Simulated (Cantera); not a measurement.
A freely propagating, adiabatic, planar premixed flame of CO : H2 : CH4 : O2 : N2 = 1 : 1.3 : 0.6 : 1.68 : 5.87 (molar parts), equivalence ratio 1.4, unburnt at 525 K and 3750 Torr; mixture-averaged transport, grid criteria slope 0.08 and curve 0.16, no radiation.

Model: GRI-Mech 3.0 (53 species, 325 reactions), integrated in Cantera. Burning velocities carry a grid error of a few per cent, more on coarse grids.

### Question
How do the results move with these cheaper or finer settings: unity-Lewis-number transport; multicomponent transport; multicomponent+Soret transport; grid criteria slope 0.5, curve 1; grid criteria slope 0.25, curve 0.5; grid criteria slope 0.03, curve 0.06?

### Answer
```csv
setting,laminar burning velocity,thermal thickness,peak x(O),peak x(H),grid points
as above,154 cm/s,0.0599 mm,0.00187,0.0126,150
unity-Lewis-number transport,106 cm/s,0.0718 mm,0.00197,0.0142,151
multicomponent transport,153 cm/s,0.0602 mm,0.00186,0.0126,150
multicomponent+Soret transport,152 cm/s,0.0595 mm,0.00197,0.0127,153
"grid criteria slope 0.5, curve 1",164 cm/s,0.0661 mm,0.00199,0.0130,44
"grid criteria slope 0.25, curve 0.5",159 cm/s,0.0625 mm,0.00194,0.0128,64
"grid criteria slope 0.03, curve 0.06",152 cm/s,0.0592 mm,0.00182,0.0125,365
```
The base run took roughly 14 core-seconds.
Unity Lewis numbers drop preferential diffusion, which matters most where H2 and H carry the flame; Soret adds thermal diffusion.
